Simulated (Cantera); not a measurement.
**Equilibrium for sublimation and decomposition of ceramics: TiC + C + H2**

Input: 1 mol TiC, 0.052 mol C, 0.084 mol H2, held at 1475 K and 0.00133 bar.

Method: chemical equilibrium by Gibbs-energy minimisation in Cantera with the NASA 1993 tables (ideal gas, pure condensed phases). Candidate condensed phases: C, C6H6, C7H8, C8H18, Ti, TiC; 77 gas species. TiC: taken at fixed stoichiometry. The numbers say what is thermodynamically allowed, not how fast it happens.

| Quantity | Result |
|---|---|
| x(H2) | 1.000 |
| x(H) | 0.000355 |
| x(C2H2 (acetylene)) | 6.67e-6 |
| x(CH4) | 3.87e-6 |
| n(C(graphite)) | 0.0520 mol |
| n(TiC(s)) | 1.00 mol |
| gas amount | 0.08401 mol |
| log10 activity of Ti(β) (absent) | -5.89 |
